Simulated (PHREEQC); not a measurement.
**Spent oxide etchant (model solution)**

Dissolve 0.029 mol/kgw HF, 0.039 mol/kgw H2SiF6, 0.0001 mol/kgw H3PO4 and 0.00013 mol/kgw H2SO4 at 85 °C. Closed to the air; pH follows from the charge balance.

Equilibrium calculation in PHREEQC: ion-association model, phreeqc.dat.

No solid was allowed to form.

Question: Estimate the pH.

Answer: pH 1.24.

Question: In which forms is Si present?

Answer: SiF6-2 92 %, H4SiO4 7.7 % of the Si.

The solution is supersaturated, for example in Quartz (slow to form), Chalcedony (slow to form), so a real one may precipitate; this is no full list. Constants without temperature data keep their 25 °C values here. SiF6-2 is the database's only silicon fluoride.
